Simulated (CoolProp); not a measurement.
Ammonia along the isobar 662 kPa: fugacity coefficient from the reference equation and from simpler models built on Tc = 405.6 K, pc = 11360 kPa, ω = 0.256; each cubic takes its own stable root.

Model: reference Helmholtz-energy equation of state, Gao 2020, in CoolProp.

```json
[
 {"T (K)": "244.6", "phase": "liquid", "reference": "0.1887", "van der Waals": "0.9445", "Redlich-Kwong": "0.3625", "Soave-Redlich-Kwong": "0.1858", "Peng-Robinson": "0.1894"},
 {"T (K)": "251", "phase": "liquid", "reference": "0.2525", "van der Waals": "0.9476", "Redlich-Kwong": "0.4684", "Soave-Redlich-Kwong": "0.2508", "Peng-Robinson": "0.2542"},
 {"T (K)": "257.4", "phase": "liquid", "reference": "0.3320", "van der Waals": "0.9505", "Redlich-Kwong": "0.5950", "Soave-Redlich-Kwong": "0.3322", "Peng-Robinson": "0.3352"},
 {"T (K)": "263.7", "phase": "liquid", "reference": "0.4278", "van der Waals": "0.9531", "Redlich-Kwong": "0.7416", "Soave-Redlich-Kwong": "0.4309", "Peng-Robinson": "0.4329"},
 {"T (K)": "270.1", "phase": "liquid", "reference": "0.5451", "van der Waals": "0.9556", "Redlich-Kwong": "0.9143", "Soave-Redlich-Kwong": "0.5525", "Peng-Robinson": "0.5530"},
 {"T (K)": "276.5", "phase": "liquid", "reference": "0.6849", "van der Waals": "0.9578", "Redlich-Kwong": "0.9427", "Soave-Redlich-Kwong": "0.6981", "Peng-Robinson": "0.6963"},
 {"T (K)": "282.8", "phase": "liquid", "reference": "0.8466", "van der Waals": "0.9599", "Redlich-Kwong": "0.9461", "Soave-Redlich-Kwong": "0.8671", "Peng-Robinson": "0.8624"},
 {"T (K)": "289.2", "phase": "gas", "reference": "0.9226", "van der Waals": "0.9619", "Redlich-Kwong": "0.9493", "Soave-Redlich-Kwong": "0.9441", "Peng-Robinson": "0.9414"},
 {"T (K)": "295.6", "phase": "gas", "reference": "0.9293", "van der Waals": "0.9638", "Redlich-Kwong": "0.9522", "Soave-Redlich-Kwong": "0.9475", "Peng-Robinson": "0.9448"},
 {"T (K)": "301.9", "phase": "gas", "reference": "0.9351", "van der Waals": "0.9655", "Redlich-Kwong": "0.9549", "Soave-Redlich-Kwong": "0.9506", "Peng-Robinson": "0.9479"},
 {"T (K)": "308.3", "phase": "gas", "reference": "0.9403", "van der Waals": "0.9671", "Redlich-Kwong": "0.9574", "Soave-Redlich-Kwong": "0.9536", "Peng-Robinson": "0.9509"},
 {"T (K)": "314.7", "phase": "gas", "reference": "0.9450", "van der Waals": "0.9686", "Redlich-Kwong": "0.9597", "Soave-Redlich-Kwong": "0.9563", "Peng-Robinson": "0.9536"}
]
```

At some of these states van der Waals, Redlich-Kwong gives the other phase, because its saturation line lies elsewhere.
